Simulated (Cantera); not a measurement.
Input (Python, Cantera) and output of one run.

```python
import numpy as np
import cantera as ct

gas_names = """
    CL CLO CL2 Fe FeCL FeCL2 FeCL3 FeO Fe(OH)2 Fe2CL4 Fe2CL6 H HCL HOCL HO2 H2 H2O H2O2 O OH O2 O3
""".split()
cond_names = """
    Fe(a) Fe(c) Fe(d) Fe(L) FeCL2(s) FeCL2(L) FeCL3(s) FeCL3(L) FeO(s) FeO(L) Fe(OH)2(s) Fe(OH)3(s)
    Fe2O3(s) Fe3O4(s) H2O(s) H2O(L)
""".split()


# ... load() reads the species with a 1 bar reference pressure and builds the phases ...
atoms = {
    'FeCl3': {'Fe': 1, 'CL': 3},
    'H2': {'H': 2},
    'H2O': {'H': 2, 'O': 1},
}
top_T = {'Fe2O3(s)': 1830, 'Fe3O4(s)': 1870}  # K; cautious upper limits of use, not melting points


# ... equilibrate(T, P, feed) seeds the gas with the atoms and calls Mixture.equilibrate('TP', solver="vcs", rtol=1e-11, max_steps=5000) ...
results = []
feed = {'FeCl3': 1, 'H2': 0.2, 'H2O': 1.1}  # mol
P = 133.322  # Pa
for T in [650, 800, 950, 1100, 1250, 1400, 1550, 1700, 1850, 2000, 2150]:
    mix = equilibrate(T, P, feed)
    results.append((T, P, feed, dict(zip(mix.species_names, mix.species_moles))))

top = {s: max(r[3][s] / sum(r[3][g] for g in gas_names) for r in results) for s in gas_names}
cols = sorted((s for s in top if top[s] > 0.0001), key=lambda s: -top[s])[:7]
seen = [c for c in cond_names if any(r[3].get(c, 0) > 1e-12 for r in results)]
print("log10 of partial pressures in bar; condensed amounts in mol")
print(f"{'T/K':>10s}" + "".join(f"{s[:9]:>10s}" for s in cols + seen))
for T, P, feed, n in results:
    ng = sum(n[g] for g in gas_names)
    print(f"{T:10.4g}" + "".join(f"{np.log10(max(n[s] / ng * P / 1e5, 1e-99)):10.3f}" for s in cols)
          + "".join(f"{n.get(c, 0):10.4g}" for c in seen))
```

Output:

```
log10 of partial pressures in bar; condensed amounts in mol
       T/K       HCL     FeCL2       H2O        CL        Fe        O2        H2  FeCL2(s)    FeO(L)  Fe2O3(s)  Fe3O4(s)
       650    -2.913    -6.918    -3.954   -13.261   -33.424   -24.116    -8.885    0.3998         0       0.3         0
       800    -2.906    -4.230    -5.353    -9.316   -26.524   -16.828   -10.225         0         0  0.009763    0.2654
       950    -2.917    -4.027    -4.766    -7.393   -21.875   -11.811    -9.600         0         0   0.08446    0.2027
      1100    -2.938    -3.895    -4.364    -6.007   -18.481    -8.225    -9.132         0         0    0.1537    0.1371
      1250    -2.969    -3.797    -4.101    -4.955   -15.895    -5.536    -8.795         0         0    0.1476    0.1195
      1400    -3.038    -3.661    -3.841    -4.515   -13.032    -4.693    -7.840         0         0         0    0.1753
      1550    -3.132    -3.535    -3.648    -4.321   -10.381    -4.541    -6.820         0         0         0    0.1202
      1700    -3.238    -3.450    -3.529    -4.181    -8.180    -4.457    -5.998         0         0         0   0.07104
      1850    -3.321    -3.424    -3.484    -4.023    -6.460    -4.368    -5.372         0    0.1454         0         0
      2000    -3.361    -3.447    -3.501    -3.863    -5.095    -4.423    -4.829         0    0.1396         0         0
      2150    -3.441    -3.564    -3.603    -3.683    -4.103    -4.295    -4.537         0         0         0         0
```

Method: chemical equilibrium by Gibbs-energy minimisation in Cantera with the NASA 1993 tables (ideal gas, pure condensed phases). Mutual solubility and eutectic melting of coexisting phases are not modelled. The tables' stoichiometric FeO is somewhat more stable than real wüstite, so its field is too wide. FeO: taken at fixed stoichiometry. Condensed phases not in the tables: FeOCl.
